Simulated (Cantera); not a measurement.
An adiabatic, constant-volume homogeneous reactor starts with CH4 : O2 : N2 : H2O = 1 : 2 : 9.4 : 0.72 (molar parts), at 1400 K and 950000 Pa. Integrator tolerance rtol = 1e-08.

Detailed kinetics in Cantera: GRI-Mech 3.0 (53 species, 325 reactions).

Q: What does this change do: 0.025 parts C2H6 added?

A: 
| quantity | before | after |
|---|---|---|
| time of steepest temperature rise | 0.673 ms | 0.425 ms |
| temperature at 1.00 s | 2868 K | 2884 K |
| equilibrium temperature | 2868 K | 2884 K |
| x(CH4) at 1.00 s | <1e-12 (gas-phase equilibrium <1e-12) | <1e-12 (gas-phase equilibrium <1e-12) |
| x(O2) at 1.00 s | 0.0101 (gas-phase equilibrium 0.0101) | 0.00769 (gas-phase equilibrium 0.00769) |
| x(H2O) at 1.00 s | 0.184 (gas-phase equilibrium 0.184) | 0.185 (gas-phase equilibrium 0.185) |
| x(HCO) at 1.00 s | 1.02e-7 (gas-phase equilibrium 1.02e-7) | 1.39e-7 (gas-phase equilibrium 1.39e-7) |
| x(CO) at 1.00 s | 0.0231 (gas-phase equilibrium 0.0231) | 0.0274 (gas-phase equilibrium 0.0274) |
| x(H) at 1.00 s | 0.00251 (gas-phase equilibrium 0.00251) | 0.00291 (gas-phase equilibrium 0.00291) |
| x(N2O) at 1.00 s | 1.96e-6 (gas-phase equilibrium 1.96e-6) | 1.75e-6 (gas-phase equilibrium 1.75e-6) |

Q: What does this change do: pressure from 950000 Pa to 310000 Pa?

A: 
```tsv
quantity	before	after
time of steepest temperature rise	0.673 ms	1.89 ms
temperature at 1.00 s	2868 K	2798 K
equilibrium temperature	2868 K	2798 K
x(CH4) at 1.00 s	<1e-12 (gas-phase equilibrium <1e-12)	<1e-12 (gas-phase equilibrium <1e-12)
x(O2) at 1.00 s	0.0101 (gas-phase equilibrium 0.0101)	0.0122 (gas-phase equilibrium 0.0122)
x(H2O) at 1.00 s	0.184 (gas-phase equilibrium 0.184)	0.179 (gas-phase equilibrium 0.179)
x(HCO) at 1.00 s	1.02e-7 (gas-phase equilibrium 1.02e-7)	6.08e-8 (gas-phase equilibrium 6.08e-8)
x(CO) at 1.00 s	0.0231 (gas-phase equilibrium 0.0231)	0.0261 (gas-phase equilibrium 0.0261)
x(H) at 1.00 s	0.00251 (gas-phase equilibrium 0.00251)	0.00383 (gas-phase equilibrium 0.00383)
x(N2O) at 1.00 s	1.96e-6 (gas-phase equilibrium 1.96e-6)	1.10e-6 (gas-phase equilibrium 1.10e-6)
```
